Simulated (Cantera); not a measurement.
A Cantera script and its output.

```python
import numpy as np
import cantera as ct

gas = ct.Solution("gri30.yaml")
gas.TPX = 550, 130000, {'CH4': 1, 'CO': 0.27, 'O2': 1.33, 'N2': 11.2}
inlet = ct.Reservoir(gas, clone=True)
gas.equilibrate("HP")  # start burning
reactor = ct.IdealGasConstPressureReactor(gas, energy="on", clone=False)
exhaust = ct.Reservoir(gas, clone=True)
tau = [0.061, 0.027, 0.012, 0.0054, 0.0024, 0.0011, 0.00047, 0.00021, 9.4e-05][0]
for a, b in ((inlet, reactor), (reactor, exhaust)):
    ct.MassFlowController(a, b, mdot=lambda t: reactor.mass / tau)
net = ct.ReactorNet([reactor])
show = ['CH4', 'CO', 'O2', 'NO', 'CO2']

rows = []
print(f"{'tau/s':>10s}{'T/K':>9s}" + "".join(f"{s:>11s}" for s in show))
for tau in [0.061, 0.027, 0.012, 0.0054, 0.0024, 0.0011, 0.00047, 0.00021, 9.4e-05]:
    net.initial_time = 0.0
    net.advance(30 * tau)
    before = gas.X
    net.advance(40 * tau)
    drift = np.max(np.abs(gas.X - before) / (gas.X + 1e-9))
    rows.append([gas.T, *gas[show].X, drift])
    print(f"{tau:10.3e}{gas.T:9.1f}" + "".join(f"{x:11.3e}" for x in gas[show].X))
```

Result:

```
     tau/s      T/K        CH4         CO         O2         NO        CO2
 6.100e-02   1442.6  8.345e-03  4.942e-02  6.199e-03  2.267e-08  2.632e-02
 2.700e-02    550.0  7.246e-02  1.957e-02  9.638e-02  2.627e-24  2.167e-15
 1.200e-02    550.0  7.246e-02  1.957e-02  9.638e-02  5.488e-26  2.378e-16
 5.400e-03    550.0  7.246e-02  1.957e-02  9.638e-02  9.092e-29  8.860e-17
 2.400e-03    550.0  7.246e-02  1.957e-02  9.638e-02  5.677e-31  3.944e-17
 1.100e-03    550.0  7.246e-02  1.957e-02  9.638e-02  2.228e-33  1.789e-17
 4.700e-04    550.0  7.246e-02  1.957e-02  9.638e-02  4.937e-35  7.722e-18
 2.100e-04    550.0  7.246e-02  1.957e-02  9.638e-02  2.231e-36  3.465e-18
 9.400e-05    550.0  7.246e-02  1.957e-02  9.638e-02  1.326e-37  1.532e-18
```

Computed with Cantera and GRI-Mech 3.0 (53 species, 325 reactions).
